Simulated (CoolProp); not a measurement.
Oxygen along the isobar 73.2 bar: density (kg/m³) from the reference equation and from simpler models built on Tc = -118.6 °C, pc = 50.46 bar, ω = 0.022; each cubic takes its own stable root.

Computed with CoolProp (reference Helmholtz-energy equation of state, Schmidt 1985).

| T (°C) | phase | reference | van der Waals | Redlich-Kwong | Soave-Redlich-Kwong | Peng-Robinson |
|---|---|---|---|---|---|---|
| -162.35 | liquid | 1055 | 741.8 | 1054 | 1048 | 1182 |
| -150.25 | liquid | 987.1 | 698.5 | 971.2 | 967.6 | 1091 |
| -138.15 | liquid | 908.1 | 647.8 | 872.4 | 871.4 | 981.0 |
| -126.05 | liquid | 806.8 | 584.7 | 747.8 | 748.0 | 837.0 |
| -113.95 | supercritical | 637.2 | 495.9 | 563.2 | 562.1 | 616.7 |
| -101.85 | supercritical | 320.9 | 344.4 | 314.4 | 311.2 | 331.0 |
| -89.75 | supercritical | 231.8 | 243.8 | 231.1 | 228.8 | 240.9 |
| -77.75 | supercritical | 193.4 | 201.5 | 193.5 | 191.4 | 200.2 |
| -65.65 | supercritical | 169.3 | 175.8 | 169.7 | 167.8 | 174.6 |
| -53.55 | supercritical | 152.2 | 157.7 | 152.7 | 150.9 | 156.5 |
| -41.45 | supercritical | 139.2 | 144.0 | 139.7 | 138.0 | 142.6 |
| -29.35 | supercritical | 128.7 | 132.9 | 129.3 | 127.6 | 131.6 |
| -17.25 | supercritical | 120.1 | 123.8 | 120.6 | 119.0 | 122.5 |
| -5.15 | supercritical | 112.7 | 116.1 | 113.3 | 111.7 | 114.8 |
| 6.95 | supercritical | 106.4 | 109.4 | 106.9 | 105.5 | 108.1 |
| 18.95 | supercritical | 100.9 | 103.6 | 101.4 | 100.0 | 102.4 |
